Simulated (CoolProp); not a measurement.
Vapour-liquid equilibrium of cyclohexane (1) + p-xylene (2) at 308.3 K; x and y are mole fractions of (1).

Values from CoolProp's multi-fluid Helmholtz-energy mixture model, Zhou 2014 and Zhou 2012; pair parameters Bell 2016.

Question: Give the bubble pressure and the first vapour's composition at x = 0.35, 0.575, 0.95. Is there an azeotrope?

Answer: x = 0.35: 0.09917 bar, y = 0.857; x = 0.575: 0.1362 bar, y = 0.925; x = 0.95: 0.1937 bar, y = 0.992. No azeotrope shows between x = 0.05 and 0.95.

The pair parameters rest on a limited set of measurements; away from them the model extrapolates.
